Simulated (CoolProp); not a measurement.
Vapour-liquid equilibrium of propane (1) + sulfur dioxide (2) at 33.55 °C; x and y are mole fractions of (1).

The numbers come from the multi-fluid Helmholtz-energy mixture model, Lemmon 2009 and Gao 2016; pair parameters Bell 2016 in CoolProp.

```
x     bubble pressure, mixture model (MPa)  bubble pressure, Raoult's law (MPa)  y, mixture model  y, Raoult's law
----  ------------------------------------  -----------------------------------  ----------------  ---------------
0.05                                0.8796                               0.5502               ___            0.107
0.2                                  1.269                               0.6491               ___            0.362
0.35                                 1.323                               0.7479               ___            0.550
0.5                                  1.343                               0.8468             0.638            0.695
0.65                                 1.363                               0.9457               ___            0.809
0.8                                  1.349                                1.045               ___            0.901
0.95                                 1.244                                1.143             0.913            0.977
```

Some entries are withheld; supply them.


- 0.05, y, mixture model: 0.408
- 0.2, y, mixture model: 0.600
- 0.35, y, mixture model: 0.623
- 0.65, y, mixture model: 0.675
- 0.8, y, mixture model: 0.753

The largest gap from Raoult's law is +95.5 % in bubble pressure, at x = 0.2. y crosses x between x = 0.65 and 0.8: the model has an azeotrope there.

The pair parameters rest on a limited set of measurements; away from them the model extrapolates. With so large a gap from Raoult's law the liquid may split in two, which this calculation doesn't test in full.
